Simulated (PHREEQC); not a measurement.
Solution (20 °C): 0.045 mol/kgw NiSO4, 0.03 mol/kgw NaCl and 0.032 mol/kgw H2SO4. Closed to the air; pH follows from the charge balance.

Model: ion-association model, wateq4f.dat, run in PHREEQC.

Each row changes one thing in this solution. Precipitation was switched off in this run.

```json
[
 {"case": "as made", "pH": "1.56", "ionic strength (mol/kgw)": "0.180", "SO4-2 (mol/kgw)": "0.0303", "HSO4- (mol/kgw)": "0.0300", "Na+ (mol/kgw)": "0.0287", "NaSO4- (mol/kgw)": "0.00129", "SI of Mirabilite (Na2SO4:10H2O)": "-4.03", "SI of Halite (NaCl)": "-4.91"},
 {"case": "diluted 2-fold with water", "pH": "1.79", "ionic strength (mol/kgw)": "0.0978", "SO4-2 (mol/kgw)": "0.0183", "HSO4- (mol/kgw)": "0.0125", "Na+ (mol/kgw)": "0.0145", "NaSO4- (mol/kgw)": "0.000484", "SI of Mirabilite (Na2SO4:10H2O)": "-4.70", "SI of Halite (NaCl)": "-5.46"},
 {"case": "temperature from 20 to 80 °C", "pH": "1.81", "ionic strength (mol/kgw)": "0.162", "SO4-2 (mol/kgw)": "0.0186", "HSO4- (mol/kgw)": "0.0444", "Na+ (mol/kgw)": "0.0290", "NaSO4- (mol/kgw)": "0.00100", "SI of Mirabilite (Na2SO4:10H2O)": "-6.70", "SI of Halite (NaCl)": "-5.05"},
 {"case": "NaCl from 0.03 to 0.3 mol/kgw", "pH": "1.53", "ionic strength (mol/kgw)": "0.449", "SO4-2 (mol/kgw)": "0.0317", "HSO4- (mol/kgw)": "0.0260", "Na+ (mol/kgw)": "0.290", "NaSO4- (mol/kgw)": "0.00987", "SI of Mirabilite (Na2SO4:10H2O)": "-2.23", "SI of Halite (NaCl)": "-2.98"},
 {"case": "NiSO4 replaced by NaHSO4 at the same molality", "pH": "1.31", "ionic strength (mol/kgw)": "0.159", "SO4-2 (mol/kgw)": "0.0260", "HSO4- (mol/kgw)": "0.0481", "Na+ (mol/kgw)": "0.0721", "NaSO4- (mol/kgw)": "0.00290", "SI of Mirabilite (Na2SO4:10H2O)": "-3.27", "SI of Halite (NaCl)": "-4.49"},
 {"case": "NiSO4 from 0.045 to 0.09 mol/kgw", "pH": "1.65", "ionic strength (mol/kgw)": "0.266", "SO4-2 (mol/kgw)": "0.0487", "HSO4- (mol/kgw)": "0.0356", "Na+ (mol/kgw)": "0.0282", "NaSO4- (mol/kgw)": "0.00177", "SI of Mirabilite (Na2SO4:10H2O)": "-3.93", "SI of Halite (NaCl)": "-4.96"},
 {"case": "NiSO4 left out", "pH": "1.43", "ionic strength (mol/kgw)": "0.0859", "SO4-2 (mol/kgw)": "0.0119", "HSO4- (mol/kgw)": "0.0194", "Na+ (mol/kgw)": "0.0293", "NaSO4- (mol/kgw)": "0.000666", "SI of Mirabilite (Na2SO4:10H2O)": "-4.25", "SI of Halite (NaCl)": "-4.84"}
]
```

Constants without temperature data keep their 25 °C values here.
